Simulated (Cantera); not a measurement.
Input: 1 mol TiO₂, 4.1 mol C, 0.35 mol N₂, 1.8 mol CO, 0.0096 mol H₂, equilibrated at 14.0 Pa.

Equilibrium computed with Cantera from the NASA thermochemical tables; the gas is ideal and each condensed phase is pure. Candidate condensed phases: C, C₆H₆, C₇H₈, C₈H₁₈, H₂O, Ti, TiC, TiN, TiO, TiO₂, Ti₂O₃, Ti₃O₅, Ti₄O₇; 139 gas species. TiC: taken at fixed stoichiometry. Kinetics and transport are ignored.

x: gas mole fraction; n: condensed amount in mol.

```json
[
 {"T (K)": "1725", "x CO": "0.913", "x N₂": "0.0841", "x H": "0.000690", "x H₂": "(withheld)", "x HCN": "5.35e-5", "n C(graphite)": "1.10", "n TiC(s)": "1.00"},
 {"T (K)": "1775", "x CO": "0.913", "x N₂": "0.0841", "x H": "0.00103", "x H₂": "(withheld)", "x HCN": "6.60e-5", "n C(graphite)": "1.10", "n TiC(s)": "1.00"},
 {"T (K)": "1825", "x CO": "0.913", "x N₂": "0.0840", "x H": "0.00146", "x H₂": "(withheld)", "x HCN": "7.87e-5", "n C(graphite)": "1.10", "n TiC(s)": "1.000"},
 {"T (K)": "1875", "x CO": "0.913", "x N₂": "0.0840", "x H": "0.00197", "x H₂": "(withheld)", "x HCN": "9.01e-5", "n C(graphite)": "1.10", "n TiC(s)": "1.000"},
 {"T (K)": "1925", "x CO": "0.912", "x N₂": "0.0840", "x H": "0.00254", "x H₂": "(withheld)", "x HCN": "9.87e-5", "n C(graphite)": "1.10", "n TiC(s)": "1.000"},
 {"T (K)": "1975", "x CO": "0.912", "x N₂": "0.0840", "x H": "0.00308", "x H₂": "(withheld)", "x HCN": "0.000103", "n C(graphite)": "1.10", "n TiC(s)": "1.000"},
 {"T (K)": "2025", "x CO": "0.912", "x N₂": "0.0839", "x H": "0.00355", "x H₂": "(withheld)", "x HCN": "0.000103", "n C(graphite)": "1.10", "n TiC(s)": "1.000"},
 {"T (K)": "2075", "x CO": "0.912", "x N₂": "0.0839", "x H": "0.00390", "x H₂": "(withheld)", "x HCN": "9.84e-5", "n C(graphite)": "1.10", "n TiC(s)": "1.000"}
]
```

Complete the blanks.


- 1725, x H₂: 0.00193
- 1775, x H₂: 0.00176
- 1825, x H₂: 0.00154
- 1875, x H₂: 0.00127
- 1925, x H₂: 0.000985
- 1975, x H₂: 0.000709
- 2025, x H₂: 0.000475
- 2075, x H₂: 0.000300
